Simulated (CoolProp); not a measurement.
A single-stage vapour-compression cycle with R13: evaporating at 217.15 K (dew point), condensing at 273.15 K (bubble point), superheat 10 K, subcooling 2 K, compressor efficiency 0.6, no pressure losses. Each further row changes one setting.

Computed with CoolProp (reference Helmholtz-energy equation of state, Platzer 1990). This equation is an older, rougher fit; its heat capacities, sound speeds and derivatives of the liquid may be far off and weren't checked against measurements.

```
case                              cooling COP  pressure ratio  discharge temperature (K)  refrigerating effect (kJ/kg)  volumetric capacity (kJ/m³)
--------------------------------  -----------  --------------  -------------------------  ----------------------------  ---------------------------
as stated                                   …            5.96                      328.2                          85.2                         1690
evaporating temperature 222.15 K         1.83            4.89                          …                             …                            …
condensing temperature 268.15 K          1.83            5.24                      320.5                          91.1                         1810
subcooling 7 K                           1.69            5.96                      328.2                          91.2                         1810
superheat 20 K                           1.60            5.96                      340.1                          91.2                            …
compressor efficiency 0.5                   …            5.96                      342.0                          85.2                         1690
```

What belongs in the gaps?


- as stated, cooling COP: 1.58
- evaporating temperature 222.15 K, discharge temperature (K): 322.7
- evaporating temperature 222.15 K, refrigerating effect (kJ/kg): 87.1
- evaporating temperature 222.15 K, volumetric capacity (kJ/m³): 2090
- superheat 20 K, volumetric capacity (kJ/m³): 1710
- compressor efficiency 0.5, cooling COP: 1.32
